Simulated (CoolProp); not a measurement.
Vapour-liquid equilibrium of propylene (1) + R134a (2) at 0.933 bar; x and y are mole fractions of (1).

Computed with CoolProp (multi-fluid Helmholtz-energy mixture model, Lemmon 2013 and Tillner-Roth 1994; pair parameters Bell 2016).

```tsv
x	bubble temperature (°C)	y at the bubble point	dew temperature at overall composition x (°C)	liquid density (mol/L)
0.05	___	___	-28.8	___
0.2	-43.5	0.611	___	13.94
0.35	___	0.712	___	14.03
0.5	-48.7	___	-39.9	14.09
0.65	-49.4	0.788	-44.9	14.18
0.8	-49.9	0.834	-49.6	14.32
0.95	-49.8	0.936	-49.8	14.49
```

**Question.** Some entries are withheld; supply them.

**Answer.** 
- 0.05, bubble temperature (°C): -33.8
- 0.05, y at the bubble point: 0.276
- 0.05, liquid density (mol/L): 13.70
- 0.2, dew temperature at overall composition x (°C): -32.0
- 0.35, bubble temperature (°C): -47.2
- 0.35, dew temperature at overall composition x (°C): -35.7
- 0.5, y at the bubble point: 0.755

y crosses x between x = 0.8 and 0.95: the model has an azeotrope there.

Pair parameters are fitted to limited data, so mixtures are less certain than the pure fluids.
